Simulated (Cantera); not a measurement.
An isothermal, constant-pressure homogeneous reactor starts with H2 : O2 = 0.065 : 1 (molar parts), equivalence ratio 0.033, at 900 K and 4.20 Torr.

Computed with Cantera and the H2/O2 subset of GRI-Mech 3.0, which has no nitrogen chemistry. Radical loss at walls, strong at low pressure, is not modelled. Below about 950 K walls govern HO2 and H2O2 in real vessels. The temperature is held fixed by assumption; the heat of reaction is taken as removed at once.

One state of this run: x H2 = 7.63e-8; x O2 = 0.937; x O = 1.21e-6; x H2O = 0.0630; x H = 5.85e-9; x OH = 7.34e-6. x: mole fraction; the columns are a selection and need not sum to one.

**Question.** Which value of t (s) does it belong to?
(A) 0.0218
(B) 0.122
(C) 8.96
(D) 0.00391

**Answer.** C, 8.96
